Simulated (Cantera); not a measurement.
A perfectly stirred reactor is fed with 84.7 % NH3, 15.3 % H2, at 1.00 bar; it is held at 2400 K, and followed from long to short residence time.

Detailed kinetics in Cantera: the gas-phase N/H chemistry of the illustrative SiF4/NH3 mechanism in the Surface Chemkin manual (1991). Walls and surfaces, which speed up NH3 decomposition in real reactors, are not modelled.

One state of this run: x NH3 = 0.593; x H2 = 0.334; x N2H2 = 2.03e-5; x H = 0.000780; x NH2 = 0.00440; x N2H4 = 6.11e-7; x N = 8.96e-6. x: mole fraction; the columns are a selection and need not sum to one.

**Question.** Which value of τ (s) does it belong to?
(A) 0.0035
(B) 0.012
(C) 0.00030
(D) 0.14

**Answer.** C, 0.00030
